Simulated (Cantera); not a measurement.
Mixture: CH₄ : O₂ : N₂ = 1 : 2.27 : 8.55 (molar parts), at 750 Torr, adiabatic and at constant pressure. Ignition delay is the time to a rise of 400 K.

Detailed kinetics in Cantera: GRI-Mech 3.0 (53 species, 325 reactions).

```csv
quantity,before,after
delay at 1000 K,1.04 s,1.02 s
delay at 1100 K,0.195 s,0.188 s
delay at 1200 K,43.0 ms,41.2 ms
delay at 1300 K,11.0 ms,10.5 ms
delay at 1400 K,3.26 ms,3.10 ms
apparent activation energy between 1300 and 1400 K,180 kJ/mol,180 kJ/mol
```

Question: What was changed between the two runs?
(A) N2 8.55 to 15 parts
(B) O2 2.27 to 1.7 parts
(C) constant volume in place of constant pressure
(D) CH4 1 to 0.39 parts

Answer: C, constant volume in place of constant pressure
